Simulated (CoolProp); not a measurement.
Acetone along the isobar 101 kPa: density (kg/m³) from the reference equation and from simpler models built on Tc = 235.0 °C, pc = 4692 kPa, ω = 0.307; each cubic takes its own stable root.

Model: reference Helmholtz-energy equation of state, Lemmon 2006, in CoolProp. It is a short technical equation, of lower accuracy than the large ones.

```csv
T (°C),phase,reference
14.85,liquid,796.0
33.55,liquid,775.1
52.35,liquid,753.4
71.05,gas,2.138
89.75,gas,2.009
108.45,gas,1.898
127.15,gas,1.800
145.85,gas,1.714
164.65,gas,1.636
183.35,gas,1.565
202.05,gas,1.501
220.75,gas,1.442
239.45,gas,1.388
258.15,gas,1.338
```

**Question.** How far does each simpler model (van der Waals, Peng-Robinson) lie from the reference over these 14 states: mean and median of the absolute difference, and the worst?

**Answer.** 
- van der Waals: mean 22.0 %, median 0.9 %, worst -99.7 % at 52.35 °C and 101 kPa
- Peng-Robinson: mean 2.8 %, median 0.3 %, worst -12.1 % at 14.85 °C and 101 kPa

At some of these states van der Waals gives the other phase, because its saturation line lies elsewhere.
